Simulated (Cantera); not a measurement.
Input: 1 mol B, 7.6 mol NH3, 0.22 mol N2, at 2348.15 K.

These are equilibrium values from Cantera (NASA tables, ideal gas, pure condensed phases), not measurements of a reactor. Candidate condensed phases: B, BN; 15 gas species. The tables' values for BH2 are old estimates; treat these amounts as uncertain. Gases not in the tables: B2H6 and higher boranes. The numbers say what is thermodynamically allowed, not how fast it happens.

x: gas mole fraction; n: condensed amount in mol.

```json
[
 {"P (Pa)": "10", "x H2": "0.212", "x H": "0.569", "x N2": "0.175", "x B": "0.0432", "x BH2": "0.000128", "n B(s)": "0", "n BN(s)": "0"},
 {"P (Pa)": "28", "x H2": "0.333", "x H": "0.426", "x N2": "0.193", "x B": "0.0468", "x BH2": "0.000608", "n B(s)": "0", "n BN(s)": "0"},
 {"P (Pa)": "77", "x H2": "0.458", "x H": "0.301", "x N2": "0.215", "x B": "0.0238", "x BH2": "0.00117", "n B(s)": "0.525", "n BN(s)": "0"},
 {"P (Pa)": "220", "x H2": "0.560", "x H": "0.197", "x N2": "0.233", "x B": "0.00832", "x BH2": "0.00143", "n B(s)": "0.826", "n BN(s)": "0"},
 {"P (Pa)": "600", "x H2": "0.626", "x H": "0.126", "x N2": "0.243", "x B": "0.00305", "x BH2": "0.00159", "n B(s)": "0.920", "n BN(s)": "0"},
 {"P (Pa)": "1700", "x H2": "0.669", "x H": "___", "x N2": "0.250", "x B": "___", "x BH2": "0.00170", "n B(s)": "0.953", "n BN(s)": "0"},
 {"P (Pa)": "4600", "x H2": "0.718", "x H": "___", "x N2": "0.231", "x B": "___", "x BH2": "0.00176", "n B(s)": "0", "n BN(s)": "0.966"},
 {"P (Pa)": "13000", "x H2": "0.737", "x H": "0.0294", "x N2": "0.233", "x B": "8.00e-5", "x BH2": "0.00107", "n B(s)": "0", "n BN(s)": "0.982"},
 {"P (Pa)": "36000", "x H2": "0.747", "x H": "0.0178", "x N2": "0.234", "x B": "1.73e-5", "x BH2": "0.000649", "n B(s)": "0", "n BN(s)": "0.990"},
 {"P (Pa)": "100000", "x H2": "0.754", "x H": "0.0107", "x N2": "0.235", "x B": "3.74e-6", "x BH2": "0.000392", "n B(s)": "0", "n BN(s)": "0.994"}
]
```

### Question
Some entries are withheld; supply them.

### Answer

- 4600, x H: 0.0488
- 4600, x B: 0.000382
- 1700, x H: 0.0775
- 1700, x B: 0.00108
